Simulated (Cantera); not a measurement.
Charge: 1 mol SiHCl3, 3.8 mol NH3, held at 5.80 Pa.

Cantera equilibrium calculation (NASA polynomials, part measured and part estimated; ideal gas, pure solids and liquids). Candidate condensed phases: NH4Cl, Si, Si3N4; 28 gas species. Rates play no part.

Task: Which condensed phases are stable at each of these points (T (°C)): 1027, 1102, 1177, 1252, 1327, 1402, 1477?

Result: 
| T (°C) | condensed phases | Si condensed (%) |
|---|---|---|
| 1027 | Si3N4(s) | 62.1 |
| 1102 | Si3N4(s) | 32.7 |
| 1177 | Si(s) | 12.8 |
| 1252 | Si(s) | 11.1 |
| 1327 | Si(s) | 8.5 |
| 1402 | Si(s) | 1.3 |
| 1477 | gas only | 0.0 |

From 1027 °C to 1102 °C the condensed part is Si3N4(s). From 1177 °C to 1402 °C the condensed part is Si(s). At 1477 °C nothing is condensed.
